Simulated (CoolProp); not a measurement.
Vapour-liquid equilibrium of R22 (1) + C3F8 (R218) (2) at 9.25 bar; x and y are mole fractions of (1).

Computed with CoolProp (multi-fluid Helmholtz-energy mixture model, Kamei 1995 and Lemmon 2006; pair parameters Bell 2016).

Task: Give the bubble temperature and the first vapour's composition at x = 0.25, 0.35, 0.45. Is there an azeotrope?

Result: x = 0.25: 290.6 K, y = 0.369; x = 0.35: 288.7 K, y = 0.456; x = 0.45: 287.5 K, y = 0.524. y crosses x between x = 0.55 and 0.65: the model has an azeotrope there.

Pair parameters are fitted to limited data, so mixtures are less certain than the pure fluids.
